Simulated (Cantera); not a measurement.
A perfectly stirred reactor is fed with CH₂O : O₂ : N₂ = 0.0092 : 0.031 : 1 (molar parts), at 1430 Torr; it is held at 1423 K, and followed from long to short residence time.

Model: GRI-Mech 3.0 (53 species, 325 reactions), integrated in Cantera.

Predict: x(CH₂O) at τ = 13.0 s; x(O₂) at τ = 13.0 s; x(CO₂) at τ = 13.0 s; x(HO₂) at τ = 13.0 s; x(CH₂O) at τ = 0.260 s; x(O₂) at τ = 0.260 s; x(CO₂) at τ = 0.260 s; x(HO₂) at τ = 0.260 s.


- x(CH₂O) at τ = 13.0 s: 1.12e-7
- x(O₂) at τ = 13.0 s: 0.0210
- x(CO₂) at τ = 13.0 s: 0.00884
- x(HO₂) at τ = 13.0 s: 8.43e-8
- x(CH₂O) at τ = 0.260 s: 1.59e-6
- x(O₂) at τ = 0.260 s: 0.0210
- x(CO₂) at τ = 0.260 s: 0.00872
- x(HO₂) at τ = 0.260 s: 1.06e-6
